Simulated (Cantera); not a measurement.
Input: 1 mol SiC, a varied amount of CO2, 160 mol H2, held at 2273 K and 100000 Pa.

Method: chemical equilibrium by Gibbs-energy minimisation in Cantera with the NASA 1993 tables (ideal gas, pure condensed phases). Candidate condensed phases: C, C6H6, C7H8, C8H18, H2O, Si, SiC, SiO2; 123 gas species. Gases not in the tables: Si2H6 and higher silanes. The numbers say what is thermodynamically allowed, not how fast it happens.

Question: Which condensed phases are stable at each of these points (n(CO2) (mol)): 0.59, 0.67, 0.75, 0.85, 0.96, 1.1, 1.2, 1.4, 1.5, 1.7, 2, 2.2, 2.5?

Answer: 
| n(CO2) (mol) | condensed phases | Si condensed (%) |
|---|---|---|
| 0.59 | SiC(s) | 59.3 |
| 0.67 | SiC(s) | 55.3 |
| 0.75 | SiC(s) | 51.3 |
| 0.85 | SiC(s) | 46.3 |
| 0.96 | SiC(s) | 40.8 |
| 1.1 | SiC(s) | 33.8 |
| 1.2 | SiC(s) | 28.7 |
| 1.4 | SiC(s) | 18.7 |
| 1.5 | SiC(s) | 13.7 |
| 1.7 | SiC(s) | 3.7 |
| 2 | gas only | 0.0 |
| 2.2 | gas only | 0.0 |
| 2.5 | gas only | 0.0 |

From 0.59 mol CO2 to 1.7 mol CO2 the condensed part is SiC(s). From 2 mol CO2 to 2.5 mol CO2 nothing is condensed.
